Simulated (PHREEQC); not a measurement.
Dissolve 0.007 mol/kgw NaCl and 0.16 mol/kgw Cu(NO3)2 at 25 °C. Closed to the air; pH follows from the charge balance.

All values are PHREEQC results (ion-association model, wateq4f.dat), not measurements.

| Quantity | Result |
|---|---|
| pH | 4.13 |
| ionic strength | 0.486 mol/kgw |
| activity of water | 0.992 |

```tsv
species	molality	activity	log γ
NO3-	0.320	0.197	-0.211
Cu+2	0.159	0.0401	-0.599
Na+	0.00700	0.00497	-0.149
Cl-	0.00632	0.00408	-0.190
CuCl+	0.000675	0.000440	-0.186
H+	9.65e-5	7.39e-5	-0.116
Cu2(OH)2+2	4.40e-5	1.27e-5	-0.541
CuOH+	8.25e-6	5.38e-6	-0.186
```

This is a speciation only: nothing precipitates in the calculation. Complexes and solids missing from the database can't appear.
